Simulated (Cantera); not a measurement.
A perfectly stirred reactor is fed with CO : H2 : CH4 : O2 : N2 = 1 : 0.15 : 0.06 : 1.45 : 5.44 (molar parts), equivalence ratio 0.48, at 0.530 bar; it is adiabatic with a 473 K inlet, and is followed from long to short residence time, starting on the burning branch (τ in s: 0.39, 0.14, 0.048, 0.017, 0.0059, 0.0021, 0.00074, 0.00026, 9.1e-05, 3.2e-05, 1.1e-05, 4e-06).

Model: GRI-Mech 3.0 (53 species, 325 reactions), integrated in Cantera.

Q: What does this change do: H2 0.15 to 0.097 parts?

A: 
```csv
quantity,before,after
"blow-out, bracketed by the residence times tried","burning at 0.740 ms, out at 0.260 ms","burning at 0.740 ms, out at 0.260 ms"
x(CO) at τ = 0.390 s,0.00122,0.00121
x(H2) at τ = 0.390 s,7.04e-5,5.63e-5
x(CH4) at τ = 0.390 s,5.45e-7,6.23e-7
x(NO2) at τ = 0.390 s,9.84e-8,8.71e-8
x(H) at τ = 0.390 s,3.39e-5,3.18e-5
x(CO) at τ = 0.740 ms,0.0431,0.0546
x(H2) at τ = 0.740 ms,0.00169,0.00150
x(CH4) at τ = 0.740 ms,7.27e-5,0.000137
x(NO2) at τ = 0.740 ms,3.53e-9,2.12e-9
x(H) at τ = 0.740 ms,0.00443,0.00302
```

Q: What does this change do: N2 5.44 to 7.7 parts?

A: 
| quantity | before | after |
|---|---|---|
| blow-out, bracketed by the residence times tried | burning at 0.740 ms, out at 0.260 ms | burning at 2.10 ms, out at 0.740 ms |
| x(CO) at τ = 0.390 s | 0.00122 | 0.000807 |
| x(H2) at τ = 0.390 s | 7.04e-5 | 4.69e-5 |
| x(CH4) at τ = 0.390 s | 5.45e-7 | 1.18e-6 |
| x(NO2) at τ = 0.390 s | 9.84e-8 | 2.26e-8 |
| x(H) at τ = 0.390 s | 3.39e-5 | 2.46e-5 |
| x(CO) at τ = 0.740 ms | 0.0431 | 0.0965 |
| x(H2) at τ = 0.740 ms | 0.00169 | 0.0145 |
| x(CH4) at τ = 0.740 ms | 7.27e-5 | 0.00579 |
| x(NO2) at τ = 0.740 ms | 3.53e-9 | <1e-12 |
| x(H) at τ = 0.740 ms | 0.00443 | <1e-12 |

Q: What does this change do: inlet temperature 473 to 800 K?

A: 
```csv
quantity,before,after
"blow-out, bracketed by the residence times tried","burning at 0.740 ms, out at 0.260 ms","burning at 0.260 ms, out at 91.0 µs"
x(CO) at τ = 0.390 s,0.00122,0.00230
x(H2) at τ = 0.390 s,7.04e-5,0.000117
x(CH4) at τ = 0.390 s,5.45e-7,2.38e-7
x(NO2) at τ = 0.390 s,9.84e-8,9.27e-7
x(H) at τ = 0.390 s,3.39e-5,6.18e-5
x(CO) at τ = 0.740 ms,0.0431,0.0373
x(H2) at τ = 0.740 ms,0.00169,0.00189
x(CH4) at τ = 0.740 ms,7.27e-5,2.33e-5
x(NO2) at τ = 0.740 ms,3.53e-9,8.11e-9
x(H) at τ = 0.740 ms,0.00443,0.00683
```
